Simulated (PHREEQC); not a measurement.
1.9 g of hydrous ferric oxide (600 m²/g; 0.2 weak and 0.005 strong sites per Fe, Dzombak-Morel constants, diffuse double layer) in 1 kg of water with 0.05 mol/kgw of an inert sodium salt and 0.00051 mol CaCl2, 6.6e-06 mol CuCl2 and 5e-05 mol BaCl2, at 25 °C; the pH is set by adding NaOH or the inert anion's acid. Oxygen is held at 0.21 atm. The system is closed to CO2. Nothing may precipitate in this run.

The numbers come from PHREEQC with the ion-association model, wateq4f.dat.

**Question.** Predict Ca sorbed (%), Cu sorbed (%), Ba sorbed (%) at pH = 4.5, 8.5.

**Answer.** 
```
pH   Ca sorbed (%)  Cu sorbed (%)  Ba sorbed (%)
---  -------------  -------------  -------------
4.5            0.0           60.8            0.0
8.5           56.1          100.0           51.7
```

The database's constant for dissolved Cu(OH)2 is higher than later reviews accept. The oxide is taken as insoluble; below pH 4 it would dissolve.
